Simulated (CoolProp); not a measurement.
Vapour-liquid equilibrium of R134a (1) + methanol (2) at 0.32 MPa; x and y are mole fractions of (1).

Computed with CoolProp (multi-fluid Helmholtz-energy mixture model, Tillner-Roth 1994 and de Reuck 1993; pair parameters Bell 2016).

Give the bubble temperature and the first vapour's composition at x = 0.275, 0.8, 0.95. Is there an azeotrope?

x = 0.275: 21.1 °C, y = 0.959; x = 0.8: 7.9 °C, y = 0.988; x = 0.95: 3.9 °C, y = 0.997. No azeotrope shows between x = 0.05 and 0.95.

The pair parameters rest on a limited set of measurements; away from them the model extrapolates. With so large a gap from Raoult's law the liquid may split in two, which this calculation doesn't test in full.
